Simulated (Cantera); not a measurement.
# Thermodynamics of abatement and gas-phase synthesis, feed N₂O + H₂

Input: 1 mol N₂O, 0.19 mol H₂, held at 3375 K and 1.50 bar.

Method: chemical equilibrium by Gibbs-energy minimisation in Cantera with the NASA 1993 tables (ideal gas, pure condensed phases). Candidate condensed phases: H₂O; 24 gas species. Kinetics and transport are ignored.

```json
{
  "x(N₂)": "0.535",
  "x(O₂)": "0.148",
  "x(O)": "0.112",
  "x(OH)": "0.0594",
  "x(NO)": "0.0494",
  "x(H₂O)": "0.0435",
  "x(H)": "0.0406",
  "x(H₂)": "0.0127",
  "x(N)": "7.15e-5",
  "gas_amount": "1.787 mol"
}
```
